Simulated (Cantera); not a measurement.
Feed: 1 mol PbO, 2.7 mol CO, a varied amount of H2, held at 1225 °C and 1.00 bar.

These are equilibrium values from Cantera (NASA tables, ideal gas, pure condensed phases), not measurements of a reactor. Candidate condensed phases: C, C6H6, C7H8, C8H18, H2O, Pb, PbO, PbO2, Pb3O4; 113 gas species. Equilibrium is a limit: real reactors are often held back by kinetics, nucleation or transport.

Question: What share of the Pb ends up in condensed phases as a function of n(H2) (mol), at 9.2, 11, 12, 14, 16, 19, 22, 26, 30, 34, 40?

Answer: 
| n(H2) (mol) | Pb condensed (%) | as |
|---|---|---|
| 9.2 | 70.6 | Pb(l) |
| 11 | 66.1 | Pb(l) |
| 12 | 63.6 | Pb(l) |
| 14 | 58.7 | Pb(l) |
| 16 | 53.7 | Pb(l) |
| 19 | 46.3 | Pb(l) |
| 22 | 38.9 | Pb(l) |
| 26 | 29.0 | Pb(l) |
| 30 | 19.1 | Pb(l) |
| 34 | 9.2 | Pb(l) |
| 40 | 0.0 | - |
